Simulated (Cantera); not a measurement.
A Cantera script and what it prints.

```python
import numpy as np
import cantera as ct

gas_names = """
    C CN CO CO2 C2 CCN CNC C2N2 C2O C3 C3O2 C4 C4N2 C5 N NCO NO NO2 NO3 N2 N2O O O2 O3 Si SiC SiC2 SiN
    SiO SiO2 Si2 Si2C Si2N Si3
""".split()
cond_names = """
    C(gr) Si(cr) Si(L) SiC(b) SiO2(Lqz) SiO2(hqz) SiO2(L) Si2N2O(s) Si3N4(a)
""".split()


def load(file, names, dense=False):
    # The tables refer to 1 bar. Condensed volumes are neglected.
    table = {s.name: s for s in ct.Species.list_from_file(file)}
    out = []
    for n in names:
        d = dict(table[n].input_data)
        d["thermo"] = dict(d["thermo"], **{"reference-pressure": 1e5})
        if dense:
            d["equation-of-state"] = {"model": "constant-volume", "density": "1e6 g/cm^3"}
        out.append(ct.Species.from_dict(d))
    return out


gas = ct.Solution(thermo="ideal-gas", species=load("nasa_gas.yaml", gas_names))
cond = {s.name: ct.Solution(thermo="fixed-stoichiometry", species=[s], name=s.name)
        for s in load("nasa_condensed.yaml", cond_names, dense=True)}
atoms = {
    'Si': {'Si': 1},
    'CO2': {'C': 1, 'O': 2},
    'N2': {'N': 2},
}
top_T = {'C(gr)': 4500, 'SiC(b)': 3050, 'Si2N2O(s)': 2100, 'Si3N4(a)': 2400}  # K; cautious upper limits of use, not melting points


def equilibrate(T, P, feed):
    n = {}
    for name, mol in feed.items():
        for a, k in atoms[name].items():
            n[a] = n.get(a, 0.0) + k * mol
    gas.TPX = T, P, n
    mass = sum(n.values()) * gas.mean_molecular_weight
    gas.equilibrate("TP")
    valid = [c for c in cond.values() if c.min_temp <= T <= top_T.get(c.name, c.max_temp)]
    mix = ct.Mixture([(gas, mass / gas.mean_molecular_weight)] + [(c, 0.0) for c in valid])
    mix.T, mix.P = T, P
    mix.equilibrate("TP", solver="vcs", rtol=1e-11, max_steps=5000)
    return mix


results = []
feed = {'Si': 1, 'CO2': 0.45, 'N2': 11}  # mol
P = 110  # Pa
for T in [1050, 1150, 1250, 1350, 1450, 1550, 1650, 1750, 1850, 1950]:
    mix = equilibrate(T, P, feed)
    results.append((T, P, feed, dict(zip(mix.species_names, mix.species_moles))))

top = {s: max(r[3][s] / sum(r[3][g] for g in gas_names) for r in results) for s in gas_names}
cols = sorted((s for s in top if top[s] > 0.001), key=lambda s: -top[s])[:8]
seen = [c for c in cond_names if any(r[3].get(c, 0) > 1e-12 for r in results)]
print("log10 of partial pressures in bar; condensed amounts in mol")
print(f"{'T/K':>10s}" + "".join(f"{s[:9]:>10s}" for s in cols + seen))
for T, P, feed, n in results:
    ng = sum(n[g] for g in gas_names)
    print(f"{T:10.4g}" + "".join(f"{np.log10(max(n[s] / ng * P / 1e5, 1e-99)):10.3f}" for s in cols)
          + "".join(f"{n.get(c, 0):10.4g}" for c in seen))
```

Output:

```
log10 of partial pressures in bar; condensed amounts in mol
       T/K        N2       SiO        CO        Si     C(gr)    SiC(b) Si2N2O(s)
      1050    -2.975   -12.422    -4.394   -22.007      0.05         0       0.5
      1150    -2.975   -10.606    -4.394   -18.284      0.05         0       0.5
      1250    -2.975    -9.086    -4.394   -15.163      0.05         0       0.5
      1350    -2.975    -7.795    -4.394   -12.509   0.05008         0    0.4999
      1450    -2.976    -6.510    -4.379   -10.402         0   0.03436    0.4813
      1550    -2.977    -5.294    -4.398    -8.672         0   0.05028    0.4494
      1650    -2.988    -4.298    -4.646    -7.074         0    0.2107    0.1276
      1750    -2.993    -4.177    -4.780    -6.083         0    0.2702         0
      1850    -2.995    -4.192    -4.732    -5.344         0    0.2482         0
      1950    -3.000    -4.248    -4.596    -4.752         0    0.1666         0
```

These are equilibrium values from Cantera (NASA tables, ideal gas, pure condensed phases), not measurements of a reactor. N2 is the only nitrogen source here; it is nearly inert below about 1500 K, so the nitride shown seldom forms there in practice. Mutual solubility and eutectic melting of coexisting phases are not modelled. The tables' values for SiN are old estimates; treat these amounts as uncertain.
